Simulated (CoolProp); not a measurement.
Methanol at 298.15 K and 0.129 MPa is throttled through a valve to 0.0182 MPa with no heat exchange. Each further row changes one setting.

Model: reference Helmholtz-energy equation of state, de Reuck 1993, in CoolProp.

```json
[
 {"case": "as stated", "temperature change (K)": "+0.0", "final phase": "liquid", "final density (kg/m³)": "786"},
 {"case": "outlet pressure 0.00546 MPa", "temperature change (K)": "-20.2", "final phase": "two-phase, vapour fraction 0.042", "final density (kg/m³)": "1.83"},
 {"case": "outlet pressure 0.0237 MPa", "temperature change (K)": "+0.0", "final phase": "liquid", "final density (kg/m³)": "786"}
]
```
